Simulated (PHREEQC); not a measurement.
Consider water at 55 °C with 0.027 mol Cu(NO3)2, 0.00047 mol H2SO4 and 0.0019 mol FeCl3 per kg of water. Closed to the air; pH follows from the charge balance.

Equilibrium calculation in PHREEQC: ion-association model, phreeqc.dat.

```
Quantity                  Result
----------------  --------------
pH                          2.64
ionic strength    0.0884 mol/kgw
density              0.990 g/cm³
total alkalinity    -4.74 meq/kg
```

```
species     molality  activity   log γ
----------  --------  --------  ------
NO3-          0.0540    0.0406  -0.124
Cu+2          0.0263    0.0104  -0.403
Cl-          0.00513   0.00392  -0.117
H+           0.00277   0.00228  -0.085
FeOH+2       0.00120  0.000446  -0.429
CuCl+       0.000543  0.000417  -0.115
Fe(OH)2+    0.000232  0.000182  -0.105
SO4-2       0.000192   7.09e-5  -0.433
Fe+3        0.000183   3.16e-5  -0.764
CuSO4       0.000178  0.000181   0.009
Fe2(OH)2+4   9.78e-5   1.73e-6  -1.752
FeSO4+       5.75e-5   4.49e-5  -0.107
HSO4-        4.16e-5   3.23e-5  -0.109
FeCl+2       2.39e-5   8.89e-6  -0.429
Fe3(OH)4+5   2.91e-6   5.33e-9  -2.737
```

This is a speciation only: nothing precipitates in the calculation. Saturation is exceeded, for instance for Hematite (slow to form), Goethite (slow to form); the values hold only as long as no solid forms. Away from 25 °C the constants follow the database's enthalpies or fits; those with neither stay at their 25 °C values.
